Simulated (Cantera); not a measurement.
**Low-pressure radical oxidation in H2/O2**

A perfectly stirred reactor is fed with 10.9 % H2, 78.1 % O2, 10.9 % N2, at 1.13 Torr; it is held at 1300 K, and followed from long to short residence time.

Model: the H2/O2 subset of GRI-Mech 3.0, which has no nitrogen chemistry, integrated in Cantera. Radical loss at walls, strong at low pressure, is not modelled. The temperature is held fixed by assumption; the heat of reaction is taken as removed at once.

```
τ (s)      x H2   x O2   x H2O     x OH   x H2O2
------  -------  -----  ------  -------  -------
0.40    0.00362  0.713  0.0917  0.00816  1.75e-8
0.24    0.00397  0.710  0.0899  0.00840  1.75e-8
0.15    0.00436  0.708  0.0885  0.00861  1.77e-8
0.088   0.00498  0.707  0.0870  0.00886  1.82e-8
0.053   0.00589  0.708  0.0854  0.00917  1.90e-8
0.032   0.00729  0.709  0.0834  0.00957  2.03e-8
0.020   0.00932  0.711  0.0809   0.0101  2.20e-8
0.012    0.0127  0.714  0.0770   0.0107  2.44e-8
0.0072   0.0180  0.719  0.0716   0.0113  2.70e-8
```
x: mole fraction; the columns are a selection and need not sum to one.
